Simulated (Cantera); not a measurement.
A perfectly stirred reactor is fed with 0.530 % CO, 4.06 % O2, 5.12 % H2O, 88.3 % N2, 1.94 % H2, at 750 Torr; it is held at 1348 K, and followed from long to short residence time.

Model: GRI-Mech 3.0 (53 species, 325 reactions), integrated in Cantera.

Problem. Predict: x(CO) at τ = 2.00 s; x(O2) at τ = 2.00 s; x(H2O) at τ = 2.00 s; x(NO) at τ = 2.00 s; x(CO2) at τ = 2.00 s; x(CO) at τ = 22.0 ms; x(O2) at τ = 22.0 ms; x(H2O) at τ = 22.0 ms; x(NO) at τ = 22.0 ms; x(CO2) at τ = 22.0 ms.

Solution. 
```
Item                      Value
---------------------  --------
x(CO) at τ = 2.00 s     1.40e-5
x(O2) at τ = 2.00 s      0.0286
x(H2O) at τ = 2.00 s     0.0715
x(NO) at τ = 2.00 s     5.28e-7
x(CO2) at τ = 2.00 s    0.00535
x(CO) at τ = 22.0 ms   0.000276
x(O2) at τ = 22.0 ms     0.0287
x(H2O) at τ = 22.0 ms    0.0711
x(NO) at τ = 22.0 ms    2.72e-7
x(CO2) at τ = 22.0 ms   0.00509
```
